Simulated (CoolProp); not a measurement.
Properties of CHF3 (R23) along the isotherm 256.1 K (Tc = 299.3 K, pc = 4.832 MPa, ω = 0.263).

Values from CoolProp's reference Helmholtz-energy equation of state, Penoncello 2003.

```csv
p (MPa),phase,density (kg/m³),cv (kJ/(kg K)),Joule-Thomson coefficient (K/MPa),expansivity (1/kK),conductivity (mW/(m K))
3.02,liquid,1163,0.7510,0.1691,5.058,91.6
6.04,liquid,1187,0.7457,0.07318,4.391,94.6
9.06,liquid,1207,0.7426,0.005123,3.938,97.2
12.1,liquid,1225,0.7408,-0.04676,3.602,99.5
15.1,liquid,1240,0.7399,-0.08728,3.344,102
18.1,liquid,1254,0.7396,-0.1204,3.136,104
21.1,liquid,1267,0.7396,-0.1480,2.963,105
24.2,liquid,1279,0.7399,-0.1723,2.811,107
27.2,liquid,1290,0.7404,-0.1925,2.685,109
30.2,liquid,1301,0.7410,-0.2101,2.575,110
33.2,liquid,1311,0.7418,-0.2256,2.477,112
36.2,liquid,1320,0.7426,-0.2393,2.390,113
39.3,liquid,1329,0.7436,-0.2520,2.309,114
42.3,liquid,1337,0.7445,-0.2630,2.239,116
45.3,liquid,1345,0.7455,-0.2730,2.174,117
48.3,liquid,1353,0.7465,-0.2820,2.115,118
```

Thermal conductivity comes from a separate model (Shan 2000).
